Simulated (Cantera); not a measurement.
Cantera with NASA thermochemical tables; ideal gases at 1 bar, condensed phases pure. Values are per mole of reaction as written; species without (g) are pure solids or liquids, kept so even where they would boil at 1 bar.

2 SO3(g) + 2 K(g) ⇌ K2SO4 + SO2(g), with ΔH° = -1121.0 kJ and ΔS° = -410.3 J/K at 300 K.

Q: How far is the shortcut ΔG° ≈ ΔH°(300 K) − T·ΔS°(300 K) from the full temperature-dependent value at 775, 875, 975, 1075, 1175, 1275, 1375 K?

A: 
| T (K) | shortcut (kJ) | full (kJ) | difference (kJ) | difference in log10 K | condensed phases |
|---|---|---|---|---|---|
| 775 | -803.0 | -812.4 | 9.4 | -0.64 | K2SO4(s) |
| 875 | -762.0 | -775.8 | 13.9 | -0.83 | K2SO4(s) |
| 975 | -720.9 | -740.7 | 19.8 | -1.06 | K2SO4(s) |
| 1075 | -679.9 | -706.1 | 26.2 | -1.27 | K2SO4(s) |
| 1175 | -638.9 | -672.1 | 33.3 | -1.48 | K2SO4(s) |
| 1275 | -597.8 | -638.7 | 40.9 | -1.67 | K2SO4(s) |
| 1375 | -556.8 | -606.7 | 49.9 | -1.90 | K2SO4(l) |
The shortcut ignores heat capacities and the phase changes listed.
